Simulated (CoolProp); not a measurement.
Saturation properties of R1336mzz(E).

Values from CoolProp's reference Helmholtz-energy equation of state, Akasaka 2023.

```tsv
T (K)	p (kPa)	liquid density (kg/m³)	vapour Z
318.1	370.4	1261	0.8759
322.2	418.5	1246	0.8647
326.3	471.2	1232	0.8527
330.4	528.7	1216	0.8401
334.6	593.1	1200	…
338.7	661.4	1183	0.8123
342.8	…	1166	0.7974
346.9	815.7	1148	0.7817
351	902.4	…	…
355.1	995.8	1110	0.7475
```

Task: Complete the blanks.

Result: 
- 334.6, vapour Z: 0.8264
- 342.8, p (kPa): 735.5
- 351, liquid density (kg/m³): 1129
- 351, vapour Z: 0.7651

It boils at 281.0 K under 1 atm.
